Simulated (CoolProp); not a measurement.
Vapour-liquid equilibrium of n-hexane (1) + m-xylene (2) at 5.74 bar; x and y are mole fractions of (1).

Model: multi-fluid Helmholtz-energy mixture model, Thol 2019 and Zhou 2012; pair parameters Bell 2016, in CoolProp.

```csv
x,bubble temperature (K),y at the bubble point,dew temperature at overall composition x (K),liquid density (mol/L)
0.05,483.8,0.152,488.8,6.333
0.2,462.8,0.500,481.3,6.433
0.35,445.8,0.705,472.7,?
0.5,433.5,0.819,462.8,?
0.65,?,0.888,?,?
0.8,417.7,?,435.7,?
0.95,411.7,0.984,?,6.268
```

Q: Complete the blanks.

A: 
- 0.35, liquid density (mol/L): 6.480
- 0.5, liquid density (mol/L): 6.470
- 0.65, bubble temperature (K): 424.6
- 0.65, dew temperature at overall composition x (K): 450.9
- 0.65, liquid density (mol/L): 6.418
- 0.8, y at the bubble point: 0.938
- 0.8, liquid density (mol/L): 6.344
- 0.95, dew temperature at overall composition x (K): 416.1

No azeotrope shows between x = 0.05 and 0.95.

The pair parameters rest on a limited set of measurements; away from them the model extrapolates. The gap from Raoult's law changes sign with composition, which may be real or a fault of the pair parameters; it wasn't checked against measurements.
